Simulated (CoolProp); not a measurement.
Vapour-liquid equilibrium of ethanol (1) + toluene (2) at 151.45 °C; x and y are mole fractions of (1).

The numbers come from the multi-fluid Helmholtz-energy mixture model, Schroeder 2014 and Lemmon 2006; pair parameters Bell 2016 in CoolProp.

| x | bubble pressure, mixture model (bar) | bubble pressure, Raoult's law (bar) | y, mixture model | y, Raoult's law |
|---|---|---|---|---|
| 0.05 | 4.147 | 3.213 | 0.321 | 0.159 |
| 0.15 | 5.984 | 3.947 | 0.548 | 0.387 |
| 0.25 | 7.121 | 4.682 | 0.637 | 0.544 |
| 0.35 | 7.852 | 5.417 | 0.687 | 0.659 |
| 0.45 | 8.373 | 6.152 | 0.724 | 0.746 |
| 0.55 | 8.796 | 6.886 | 0.756 | 0.814 |
| 0.65 | 9.176 | 7.621 | 0.792 | 0.869 |
| 0.75 | 9.530 | 8.356 | 0.835 | 0.915 |
| 0.85 | 9.847 | 9.090 | 0.889 | 0.953 |
| 0.95 | 10.10 | 9.825 | 0.959 | 0.986 |

The largest gap from Raoult's law is +52.1 % in bubble pressure, at x = 0.25. No azeotrope shows between x = 0.05 and 0.95.

Pair parameters are fitted to limited data, so mixtures are less certain than the pure fluids. With so large a gap from Raoult's law the liquid may split in two, which this calculation doesn't test in full.
